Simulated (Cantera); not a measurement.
A Cantera script and what it prints.

```python
import numpy as np
import cantera as ct

gas_names = """
    C CO COS CO2 CS CS2 C2 C2O C3 C3O2 C4 C5 Fe FeC5O5 FeO O O2 O3 S SO SO2 SO3 S2 S2O S8
""".split()
cond_names = """
    C(gr) Fe(a) Fe(c) Fe(d) Fe(L) FeC5O5(L) FeO(s) FeO(L) FeS(a) FeS(b) FeS(c) FeS(L) FeSO4(s) FeS2(s)
    Fe2O3(s) Fe2S3O12(s) Fe3O4(s) S(cr1) S(cr2) S(L)
""".split()


def load(file, names, dense=False):
    # The tables refer to 1 bar. Condensed volumes are neglected.
    table = {s.name: s for s in ct.Species.list_from_file(file)}
    out = []
    for n in names:
        d = dict(table[n].input_data)
        d["thermo"] = dict(d["thermo"], **{"reference-pressure": 1e5})
        if dense:
            d["equation-of-state"] = {"model": "constant-volume", "density": "1e6 g/cm^3"}
        out.append(ct.Species.from_dict(d))
    return out


gas = ct.Solution(thermo="ideal-gas", species=load("nasa_gas.yaml", gas_names))
cond = {s.name: ct.Solution(thermo="fixed-stoichiometry", species=[s], name=s.name)
        for s in load("nasa_condensed.yaml", cond_names, dense=True)}
atoms = {
    'FeS': {'Fe': 1, 'S': 1},
    'O2': {'O': 2},
    'CO2': {'C': 1, 'O': 2},
}
top_T = {'C(gr)': 4500, 'FeSO4(s)': 950, 'FeS2(s)': 1010, 'Fe2O3(s)': 1830, 'Fe2S3O12(s)': 1100, 'Fe3O4(s)': 1870}  # K; cautious upper limits of use, not melting points


def equilibrate(T, P, feed):
    n = {}
    for name, mol in feed.items():
        for a, k in atoms[name].items():
            n[a] = n.get(a, 0.0) + k * mol
    gas.TPX = T, P, n
    mass = sum(n.values()) * gas.mean_molecular_weight
    gas.equilibrate("TP")
    valid = [c for c in cond.values() if c.min_temp <= T <= top_T.get(c.name, c.max_temp)]
    mix = ct.Mixture([(gas, mass / gas.mean_molecular_weight)] + [(c, 0.0) for c in valid])
    mix.T, mix.P = T, P
    mix.equilibrate("TP", solver="vcs", rtol=1e-11, max_steps=5000)
    return mix


results = []
feed = {'FeS': 1, 'O2': 4.4, 'CO2': 2.7}  # mol
T = 1550  # K
P = 30000  # Pa
mix = equilibrate(T, P, feed)
results.append((T, P, feed, dict(zip(mix.species_names, mix.species_moles))))
x = sorted(zip(gas.X, gas.species_names), reverse=True)
print(f"T = {T:g} K  P = {P:g} Pa  gas = {mix.phase_moles(0):.4g} mol")
print("   x: " + "  ".join(f"{s} {v:.3e}" for v, s in x if v > 0.001))
print("   condensed (mol): " + ("  ".join(f"{mix.phase(i).name} {mix.phase_moles(i):.4g}"
      for i in range(1, mix.n_phases) if mix.phase_moles(i) > 1e-12) or "none"))
```

Result:

```
T = 1550 K  P = 30000 Pa  gas = 6.345 mol
   x: CO2 4.255e-01  O2 4.169e-01  SO2 1.560e-01  SO3 1.611e-03
   condensed (mol): Fe2O3(s) 0.5
```

Equilibrium computed with Cantera from the NASA thermochemical tables; the gas is ideal and each condensed phase is pure.
